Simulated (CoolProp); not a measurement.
p-xylene at 395.41 K and 2.18 MPa is throttled through a valve to 0.841 MPa with no heat exchange. Each further row changes one setting.

Model: reference Helmholtz-energy equation of state, Zhou 2012, in CoolProp.

```
case                       temperature change (K)  final density (kg/m³)
-------------------------  ----------------------  ---------------------
as stated                                    +0.4                    769
outlet pressure 0.252 MPa                       ?                      ?
outlet pressure 1.09 MPa                     +0.4                      ?
```

### Question
What belongs in the gaps?

### Answer

- outlet pressure 0.252 MPa, temperature change (K): +0.6
- outlet pressure 0.252 MPa, final density (kg/m³): 768
- outlet pressure 1.09 MPa, final density (kg/m³): 770
